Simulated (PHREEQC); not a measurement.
Consider water at 25 °C with 0.14 mol/kgw Mn(NO3)2 and 0.33 mol/kgw ZnSO4. Closed to the air; pH follows from the charge balance.

The numbers come from PHREEQC with the ion-association model, wateq4f.dat.

| quantity | before | after |
|---|---|---|
| pH | 5.42 | 5.54 |
| ionic strength (mol/kgw) | 0.971 | 0.209 |

Q: What was changed between the two runs?
(A) Mn(NO3)2 from 0.14 to 0.154 mol/kgw
(B) diluted 5-fold with water
(C) ZnSO4 left out
(D) Mn(NO3)2 left out
(E) Mn(NO3)2 from 0.14 to 0.28 mol/kgw

A: B, diluted 5-fold with water

Precipitation was switched off in this run. The ionic strength passes 0.7 mol/kgw, the rough limit of the ion-association models, in before.
